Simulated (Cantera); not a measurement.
An isothermal, constant-pressure homogeneous reactor starts with C2H6 : N2 = 1 : 1.2 (molar parts), at 1000 K and 1.05 Torr. Integrator tolerance rtol = 1e-08.

Model: GRI-Mech 3.0 (53 species, 325 reactions), integrated in Cantera. GRI-Mech 3.0 stops at C3 and has no aromatics, soot or wall deposition, so with more carbon than oxygen in the feed, carbon stays in small species such as C2H2 where larger ones or solid carbon would form. Radical loss at walls, strong at low pressure, is not modelled.

Task: What does this change do: C2H6 1 to 0.15 parts?

Result: 
```
quantity                                            before                                    after
-----------------  ---------------------------------------  ---------------------------------------
x(C2H6) at 10.0 s    0.385 (gas-phase equilibrium 2.58e-5)    0.102 (gas-phase equilibrium 2.07e-6)
x(CH2) at 10.0 s   1.34e-11 (gas-phase equilibrium <1e-12)  2.26e-11 (gas-phase equilibrium <1e-12)
x(CH3) at 10.0 s   1.15e-5 (gas-phase equilibrium 4.03e-7)  9.02e-6 (gas-phase equilibrium 1.14e-7)
x(H2) at 10.0 s       0.0444 (gas-phase equilibrium 0.262)    0.00778 (gas-phase equilibrium 0.127)
x(C2H) at 10.0 s     <1e-12 (gas-phase equilibrium <1e-12)    <1e-12 (gas-phase equilibrium <1e-12)
```

Task: What does this change do: pressure from 1.05 Torr to 14.3 Torr?

Result: 
```json
[
 {"quantity": "x(C2H6) at 10.0 s", "before": "0.385 (gas-phase equilibrium 2.58e-5)", "after": "0.173 (gas-phase equilibrium 0.000263)"},
 {"quantity": "x(CH2) at 10.0 s", "before": "1.34e-11 (gas-phase equilibrium <1e-12)", "after": "<1e-12 (gas-phase equilibrium <1e-12)"},
 {"quantity": "x(CH3) at 10.0 s", "before": "1.15e-5 (gas-phase equilibrium 4.03e-7)", "after": "1.66e-6 (gas-phase equilibrium 3.49e-7)"},
 {"quantity": "x(H2) at 10.0 s", "before": "0.0444 (gas-phase equilibrium 0.262)", "after": "0.185 (gas-phase equilibrium 0.0831)"},
 {"quantity": "x(C2H) at 10.0 s", "before": "<1e-12 (gas-phase equilibrium <1e-12)", "after": "<1e-12 (gas-phase equilibrium <1e-12)"}
]
```
